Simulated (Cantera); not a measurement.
Cantera run, input and output.

```python
import numpy as np
import cantera as ct

gas = ct.Solution("gri30.yaml", transport_model="mixture-averaged")
show = ['H2O', 'C2H2', 'NH3']

rows = []
print(f"{'T/K':>7s}{'rho':>11s}{'cp':>10s}{'mu':>11s}{'lambda':>11s}{'Pr':>7s}" + "".join(f"{'D_' + s:>11s}" for s in show))
for T in [400, 500, 600, 700, 800, 900, 1000]:
    gas.TPX = T, 8900, {'N2O': 0.71}
    Pr = gas.cp_mass * gas.viscosity / gas.thermal_conductivity
    D = [gas.mix_diff_coeffs_mole[gas.species_index(s)] for s in show]
    rows.append([gas.density, gas.cp_mass, gas.viscosity, gas.thermal_conductivity, Pr, *D])
    print(f"{T:7g}{gas.density:11.4e}{gas.cp_mass:10.1f}{gas.viscosity:11.4e}"
          f"{gas.thermal_conductivity:11.4e}{Pr:7.3f}" + "".join(f"{d:11.4e}" for d in D))
print("SI units: kg/m3, J/kg/K, Pa s, W/m/K, m2/s")
```

Result:

```
    T/K        rho        cp         mu     lambda     Pr      D_H2O     D_C2H2      D_NH3
    400 1.1778e-01     970.3 1.9459e-05 2.5465e-02  0.741 3.3250e-04 2.3939e-04 3.2111e-04
    500 9.4225e-02    1042.5 2.3570e-05 3.3205e-02  0.740 5.1390e-04 3.6097e-04 4.9422e-04
    600 7.8521e-02    1101.3 2.7324e-05 4.0717e-02  0.739 7.2760e-04 5.0124e-04 6.9723e-04
    700 6.7304e-02    1150.2 3.0799e-05 4.7945e-02  0.739 9.7080e-04 6.5873e-04 9.2759e-04
    800 5.8891e-02    1191.6 3.4048e-05 5.4884e-02  0.739 1.2413e-03 8.3227e-04 1.1832e-03
    900 5.2347e-02    1226.6 3.7113e-05 6.1547e-02  0.740 1.5373e-03 1.0210e-03 1.4626e-03
   1000 4.7113e-02    1254.7 4.0022e-05 6.7953e-02  0.739 1.8573e-03 1.2241e-03 1.7643e-03
SI units: kg/m3, J/kg/K, Pa s, W/m/K, m2/s
```

Model: GRI-Mech 3.0 (53 species, 325 reactions), integrated in Cantera.
